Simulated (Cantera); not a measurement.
Cantera run, input and output.

```python
import numpy as np
import cantera as ct

gas = ct.Solution("h2o2.yaml")
gas.TPX = 700, 101325, {'H2': 1, 'O2': 0.794, 'N2': 3.25}
flame = ct.FreeFlame(gas, width=0.04)
flame.set_refine_criteria(ratio=3, slope=0.08, curve=0.16)
flame.transport_model = "mixture-averaged"
flame.solve(loglevel=0, auto=True)
flame.transport_model = "multicomponent"
flame.soret_enabled = True
flame.solve(loglevel=0, refine_grid=True)
z, T = flame.grid, flame.T
thick = (T[-1] - T[0]) / np.gradient(T, z).max()
show = ['H2', 'O2', 'O', 'OH', 'HO2', 'H2O2']
print(f"laminar burning velocity  {flame.velocity[0] * 100:.3f} cm/s")
print(f"burnt temperature         {T[-1]:.1f} K")
print(f"thermal thickness         {thick * 1e3:.4f} mm")
print(f"grid points               {len(z)}")
z0 = z[flame.heat_release_rate.argmax()]
print(f"{'z/mm':>9s}{'T/K':>9s}{'u/(m/s)':>9s}" + "".join(f"{s:>11s}" for s in show))
rows = []
for k in (-3, -2, -1.5, -1, -0.5, -0.25, 0, 0.25, 0.5, 1, 2, 4, 8):
    zz = z0 + k * thick
    rows.append([k * thick, np.interp(zz, z, T), np.interp(zz, z, flame.velocity),
                 *(np.interp(zz, z, flame.X[gas.species_index(s)]) for s in show)])
    print(f"{rows[-1][0] * 1e3:9.3f}{rows[-1][1]:9.1f}{rows[-1][2]:9.3f}" + "".join(f"{x:11.3e}" for x in rows[-1][3:]))
```

Result:

```
laminar burning velocity  589.043 cm/s
burnt temperature         2129.0 K
thermal thickness         0.4669 mm
grid points               135
     z/mm      T/K  u/(m/s)         H2         O2          O         OH        HO2       H2O2
   -1.401    700.0    5.890  1.983e-01  1.574e-01  1.967e-15  1.429e-16  1.295e-11  7.373e-14
   -0.934    700.0    5.890  1.983e-01  1.574e-01  2.238e-12  1.795e-13  1.274e-09  1.336e-12
   -0.700    700.0    5.890  1.982e-01  1.574e-01  1.281e-10  1.108e-11  4.072e-08  4.622e-11
   -0.467    700.1    5.888  1.977e-01  1.575e-01  3.328e-08  7.518e-09  4.153e-06  1.107e-08
   -0.233    723.9    6.014  1.857e-01  1.587e-01  2.215e-05  8.112e-05  2.184e-04  5.083e-06
   -0.117    888.8    7.211  1.516e-01  1.542e-01  5.076e-04  6.773e-04  1.659e-04  9.759e-06
    0.000   1226.4    9.727  8.074e-02  1.219e-01  5.199e-03  3.486e-03  9.265e-05  6.853e-06
    0.117   1490.4   11.727  2.956e-02  8.325e-02  1.170e-02  8.430e-03  5.341e-05  3.792e-06
    0.233   1630.4   12.765  1.751e-02  7.126e-02  1.289e-02  1.096e-02  3.824e-05  2.106e-06
    0.467   1774.5   13.788  1.346e-02  6.697e-02  1.074e-02  1.253e-02  2.701e-05  1.080e-06
    0.934   1905.3   14.684  9.851e-03  6.497e-02  7.427e-03  1.258e-02  1.764e-05  5.954e-07
    1.868   2008.2   15.369  5.999e-03  6.401e-02  4.315e-03  1.098e-02  1.024e-05  3.639e-07
    3.735   2076.5   15.815  2.967e-03  6.393e-02  2.079e-03  8.307e-03  5.512e-06  2.349e-07
```

Computed with Cantera and the H2/O2 subset of GRI-Mech 3.0, which has no nitrogen chemistry. Burning velocities carry a grid error of a few per cent, more on coarse grids. Lean hydrogen flames are cellular in practice and burn faster than this planar one.
